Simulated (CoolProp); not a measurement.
Saturated liquid density (kg/m³) of acetone: the reference equation beside estimates from Tc = 235.0 °C, pc = 4.692 MPa, ω = 0.307. Rackett uses Z = 0.29056 − 0.08775 ω.

The numbers come from the reference Helmholtz-energy equation of state, Lemmon 2006 in CoolProp. It is a short technical equation, of lower accuracy than the large ones.

```tsv
T (°C)	reference	Rackett	van der Waals	Soave-Redlich-Kwong
105.25	686.7	603.5	(withheld)	534.8
116.15	671.5	590.1	345.5	521.3
127.05	655.6	576.2	(withheld)	506.8
137.95	638.9	561.6	328.8	491.2
148.95	621.0	546.1	319.6	474.3
159.85	602.1	529.7	309.9	456.1
170.75	581.6	512.0	299.3	436.2
181.65	559.3	492.8	287.9	414.2
192.65	534.3	(withheld)	275.0	389.4
203.55	505.8	446.7	260.5	361.2
```

Q: Complete the blanks.

A: 
- 105.25, van der Waals: 353.2
- 127.05, van der Waals: 337.4
- 192.65, Rackett: 471.3

Absolute difference from the reference over all 10 rows, mean and median: Rackett 12.0 and 12.0 %, van der Waals 48.5 and 48.5 %, Soave-Redlich-Kwong 24.5 and 23.9 %.
